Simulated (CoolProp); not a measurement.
A Linde-Hampson liquefier for ethylene: isothermal reversible compression at 290 K from 1 atm to 40 MPa, throttling to 1 atm, return gas leaving the recuperator 5 K below the feed. Each further row changes one setting.

Model: reference Helmholtz-energy equation of state, Smukala 2000, in CoolProp.

```
case                        liquid yield per pass  compression work (kJ/kg of gas)
--------------------------  ---------------------  -------------------------------
as stated                                   0.495                              395
high pressure 80 MPa                        0.440                              476
warm-end temperature 320 K                  0.421                              468
warm-end gap 10 K                           0.489                              395
```
